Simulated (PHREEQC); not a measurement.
A column of 0.1 m (40 cells, dispersivity 0.008 m, 720 s a shift, diffusion coefficient 3e-10 m²/s) holds 0.00026 eq of the database's cation exchanger X per kg of pore water, first in equilibrium with 0.049 mol/kgw MnCl2, 0.018 mol/kgw KBr and 1e-05 mol/kgw HCl. It is flushed with 0.68 mmol/kgw KCl and 0.01 mmol/kgw HCl, at 25 °C. Values are for the last cell. The system is closed to CO2. Nothing may precipitate in this run.

All values are PHREEQC results (ion-association model, phreeqc.dat), not measurements.

```
pore volumes  Br in solution (mol/kgw)  Mn in solution (mol/kgw)  Cl in solution (mol/kgw)  K in solution (mol/kgw)  KX on the exchanger (mol/kgw)
------------  ------------------------  ------------------------  ------------------------  -----------------------  -----------------------------
0                               0.0180                    0.0490                    0.0980                   0.0180                        5.50e-5
0.2125                          0.0180                    0.0490                    0.0980                   0.0180                        5.50e-5
0.4125                          0.0177                    0.0483                    0.0966                   0.0177                        5.47e-5
0.6125                          0.0155                    0.0423                    0.0846                   0.0156                        5.16e-5
0.8125                          0.0115                    0.0312                    0.0626                   0.0117                        4.53e-5
0.9125                         0.00934                    0.0254                    0.0512                  0.00970                        4.16e-5
1.113                          0.00577                    0.0157                (withheld)                  0.00626                        3.44e-5
1.312                          0.00333                   0.00905                    0.0187                  0.00391                        2.83e-5
1.512                          0.00184                   0.00500                    0.0106                  0.00247                     (withheld)
1.712                         0.000989                   0.00269                   0.00604                  0.00164                        2.18e-5
1.913                         0.000521                   0.00142                   0.00351                  0.00118                        2.15e-5
2.112                         0.000271                  0.000747                   0.00216                 0.000922                     (withheld)
2.212                         0.000195                  0.000542                   0.00174                 0.000843                        2.47e-5
2.413                         0.000100                  0.000290                   0.00123               (withheld)                        2.94e-5
2.612                          5.11e-5                  0.000161                  0.000966                 0.000686                     (withheld)
2.812                          2.60e-5                   9.53e-5                  0.000831                 0.000656                        4.39e-5
3.013                          1.32e-5                   6.14e-5                  0.000761                 0.000642                        5.25e-5
```

### Question
What belongs in the gaps?

### Answer

- 1.113, Cl in solution (mol/kgw): 0.0319
- 1.512, KX on the exchanger (mol/kgw): 2.41e-5
- 2.112, KX on the exchanger (mol/kgw): 2.31e-5
- 2.413, K in solution (mol/kgw): 0.000741
- 2.612, KX on the exchanger (mol/kgw): 3.60e-5

Complexes and solids missing from the database can't appear.
